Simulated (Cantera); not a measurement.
A Cantera script and what it prints.

```python
import numpy as np
import cantera as ct

gas_names = """
    H HO2 H2 H2O H2O2 O OH O2 O3 Ta TaO TaO2
""".split()
cond_names = """
    H2O(s) H2O(L) Ta(cr) Ta(L) Ta2O5(s) Ta2O5(L)
""".split()


# ... load() reads the species with a 1 bar reference pressure and builds the phases ...
atoms = {
    'Ta': {'Ta': 1},
    'H2O': {'H': 2, 'O': 1},
}
top_T = {}  # K; cautious upper limits of use, not melting points


# ... equilibrate(T, P, feed) seeds the gas with the atoms and calls Mixture.equilibrate('TP', solver="vcs", rtol=1e-11, max_steps=5000) ...
results = []
feed = {'Ta': 1, 'H2O': 12}  # mol
P = 18  # Pa
for T in [1850, 1900, 1950, 2000, 2050, 2100, 2150, 2200, 2250, 2300, 2350, 2400]:
    mix = equilibrate(T, P, feed)
    results.append((T, P, feed, dict(zip(mix.species_names, mix.species_moles))))

top = {s: max(r[3][s] / sum(r[3][g] for g in gas_names) for r in results) for s in gas_names}
cols = sorted((s for s in top if top[s] > 1e-05), key=lambda s: -top[s])[:9]
seen = [c for c in cond_names if any(r[3].get(c, 0) > 1e-12 for r in results)]
print("log10 of partial pressures in bar; condensed amounts in mol")
print(f"{'T/K':>10s}" + "".join(f"{s[:9]:>10s}" for s in cols + seen))
for T, P, feed, n in results:
    ng = sum(n[g] for g in gas_names)
    print(f"{T:10.4g}" + "".join(f"{np.log10(max(n[s] / ng * P / 1e5, 1e-99)):10.3f}" for s in cols)
          + "".join(f"{n.get(c, 0):10.4g}" for c in seen))
```

Output:

```
log10 of partial pressures in bar; condensed amounts in mol
       T/K       H2O         H        H2         O        OH        O2      TaO2       TaO  Ta2O5(s)  Ta2O5(L)
      1850    -3.855    -5.490    -4.442    -7.200    -6.035    -6.971    -9.024   -13.367       0.5         0
      1900    -3.862    -5.324    -4.446    -6.826    -5.824    -6.601    -8.536   -12.772    0.4999         0
      1950    -3.872    -5.165    -4.449    -6.476    -5.630    -6.261    -8.072   -12.201    0.4997         0
      2000    -3.888    -5.013    -4.449    -6.153    -5.453    -5.958    -7.627   -11.644    0.4992         0
      2050    -3.914    -4.867    -4.445    -5.861    -5.297    -5.698    -7.198   -11.094    0.4977         0
      2100    -3.952    -4.725    -4.437    -5.599    -5.164    -5.484    -6.812   -10.576         0    0.4943
      2150    -4.006    -4.589    -4.429    -5.367    -5.055    -5.316    -6.443   -10.062         0    0.4859
      2200    -4.079    -4.463    -4.427    -5.163    -4.970    -5.189    -6.083    -9.549         0    0.4654
      2250    -4.178    -4.348    -4.439    -4.983    -4.912    -5.100    -5.733    -9.035         0    0.4155
      2300    -4.311    -4.250    -4.471    -4.827    -4.882    -5.045    -5.392    -8.522         0    0.2926
      2350    -4.488    -4.173    -4.537    -4.692    -4.887    -5.024    -5.072    -8.022         0         0
      2400    -4.682    -4.099    -4.601    -4.588    -4.916    -5.052    -5.117    -7.870         0         0
```

Cantera equilibrium calculation (NASA polynomials, part measured and part estimated; ideal gas, pure solids and liquids).
